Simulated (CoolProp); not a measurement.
Vapour-liquid equilibrium of dimethyl ether (1) + R134a (2) at 4.18 kPa; x and y are mole fractions of (1).

Values from CoolProp's multi-fluid Helmholtz-energy mixture model, Wu 2011 and Tillner-Roth 1994; pair parameters Bell 2016.

Problem. Give the bubble temperature and the first vapour's composition at x = 0.2, 0.425, 0.575. Is there an azeotrope?

Solution. x = 0.2: 195.3 K, y = 0.169; x = 0.425: 195.7 K, y = 0.417; x = 0.575: 195.6 K, y = 0.602. y crosses x between x = 0.425 and 0.5: the model has an azeotrope there.

The pair parameters rest on a limited set of measurements; away from them the model extrapolates.
